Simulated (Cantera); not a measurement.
## Roasting and sulfation: MgCO₃ + SO₂ + O₂

Feed: 1 mol MgCO₃, 0.29 mol SO₂, 2.8 mol O₂, equilibrated at 13.3 mbar.

Cantera equilibrium calculation (NASA polynomials, part measured and part estimated; ideal gas, pure solids and liquids). Candidate condensed phases: C, Mg, MgCO₃, MgO, MgS, MgSO₄, S; 26 gas species. Mutual solubility and eutectic melting of coexisting phases are not modelled. Rates play no part.

```tsv
T (°C)	x O₂	x CO₂	x SO₂	x SO₃	x O	x CO	x SO	n MgO(s)	n MgSO₄(s)
400	0.726	0.274	<1e-12	2.76e-11	<1e-12	<1e-12	<1e-12	0.710	0.290
500	0.726	0.274	3.38e-9	1.92e-8	<1e-12	<1e-12	<1e-12	0.710	0.290
600	0.726	0.274	2.94e-6	2.90e-6	1.40e-11	1.20e-12	<1e-12	0.710	0.290
700	0.726	0.273	0.000614	0.000151	4.99e-10	6.58e-11	<1e-12	0.713	0.287
800	0.696	0.253	0.0469	0.00368	8.99e-9	1.62e-9	1.11e-11	0.910	0.0903
900	0.684	0.245	0.0689	0.00211	1.00e-7	2.33e-8	2.96e-10	1.00	0
1000	0.684	0.245	0.0700	0.000986	7.71e-7	2.26e-7	3.42e-9	1.00	0
1100	0.685	0.245	0.0704	0.000512	4.42e-6	1.56e-6	2.76e-8	1.00	0
1200	0.685	0.245	0.0706	0.000290	2.00e-5	8.30e-6	1.67e-7	1.00	0
1300	0.685	0.244	0.0707	0.000177	7.48e-5	3.55e-5	8.00e-7	1.00	0
1400	0.684	0.244	0.0708	0.000115	0.000239	0.000128	3.18e-6	1.00	0
1500	0.684	0.244	0.0708	7.82e-5	0.000673	0.000396	1.08e-5	1.00	0
```
x: gas mole fraction; n: condensed amount in mol.

From 400 °C to 800 °C the condensed part is MgO(s) + MgSO₄(s). From 900 °C to 1500 °C the condensed part is MgO(s).
